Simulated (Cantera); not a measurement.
Cantera run:

```python
import numpy as np
import cantera as ct

gas_names = """
    B BH BH2 BH3 BN BO BO2 B2 B2O B2O2 B2O3 B3O3H3 H HBO HBO2 HNO HNO2 HNO3 HO2 H2 H2O H2O2 H3B3O6 N NH
    NH2 NH3 NH2OH NO NO2 NO3 N2 N2H2 N2H4 N2O O OH O2 O3
""".split()
cond_names = """
    B(b) B(L) BN(s) B2O3(L) B3O3H3(cr) H2O(s) H2O(L)
""".split()


def load(file, names, dense=False):
    # The tables refer to 1 bar. Condensed volumes are neglected.
    table = {s.name: s for s in ct.Species.list_from_file(file)}
    out = []
    for n in names:
        d = dict(table[n].input_data)
        d["thermo"] = dict(d["thermo"], **{"reference-pressure": 1e5})
        if dense:
            d["equation-of-state"] = {"model": "constant-volume", "density": "1e6 g/cm^3"}
        out.append(ct.Species.from_dict(d))
    return out


gas = ct.Solution(thermo="ideal-gas", species=load("nasa_gas.yaml", gas_names))
cond = {s.name: ct.Solution(thermo="fixed-stoichiometry", species=[s], name=s.name)
        for s in load("nasa_condensed.yaml", cond_names, dense=True)}
atoms = {
    'borazine': {'B': 3, 'N': 3, 'H': 6},
    'H2O': {'H': 2, 'O': 1},
    'H2': {'H': 2},
}
top_T = {'BN(s)': 3200}  # K; cautious upper limits of use, not melting points


def equilibrate(T, P, feed):
    n = {}
    for name, mol in feed.items():
        for a, k in atoms[name].items():
            n[a] = n.get(a, 0.0) + k * mol
    gas.TPX = T, P, n
    mass = sum(n.values()) * gas.mean_molecular_weight
    gas.equilibrate("TP")
    valid = [c for c in cond.values() if c.min_temp <= T <= top_T.get(c.name, c.max_temp)]
    mix = ct.Mixture([(gas, mass / gas.mean_molecular_weight)] + [(c, 0.0) for c in valid])
    mix.T, mix.P = T, P
    mix.equilibrate("TP", solver="vcs", rtol=1e-11, max_steps=5000)
    return mix


results = []
feed = {'borazine': 1, 'H2O': 7.5, 'H2': 1.4}  # mol
T = 1150  # K
P = 3600  # Pa
mix = equilibrate(T, P, feed)
results.append((T, P, feed, dict(zip(mix.species_names, mix.species_moles))))
print(gas.report(threshold=0.001))
for i in range(1, mix.n_phases):
    print(f"{mix.phase(i).name:16s} {mix.phase_moles(i):12.5e} mol")
```

Output:

```
       temperature   1150 K
          pressure   3600 Pa
           density   0.0032262 kg/m^3
  mean mol. weight   8.5689 kg/kmol
   phase of matter   gas

                          1 kg             1 kmol
                     ---------------   ---------------
          enthalpy       -3.2737e+06       -2.8052e+07  J
   internal energy       -4.3896e+06       -3.7614e+07  J
           entropy             26576        2.2772e+05  J/K
    Gibbs function       -3.3836e+07       -2.8993e+08  J
 heat capacity c_p            3970.4             34022  J/K
 heat capacity c_v            3000.1             25708  J/K

                      mass frac. Y      mole frac. X     chem. pot. / RT
                     ---------------   ---------------   ---------------
                H2           0.15621           0.66395           -21.598
               H2O           0.46859           0.22289           -55.436
                N2           0.36583            0.1119            -30.75
     [  +36 minor]         0.0093698         0.0012674

B(b)              0.00000e+00 mol
BN(s)             0.00000e+00 mol
B2O3(L)           1.48772e+00 mol
B3O3H3(cr)        0.00000e+00 mol
```

Method: chemical equilibrium by Gibbs-energy minimisation in Cantera with the NASA 1993 tables (ideal gas, pure condensed phases). The feed counts by its element totals alone. Gases not in the tables: H3BO3.
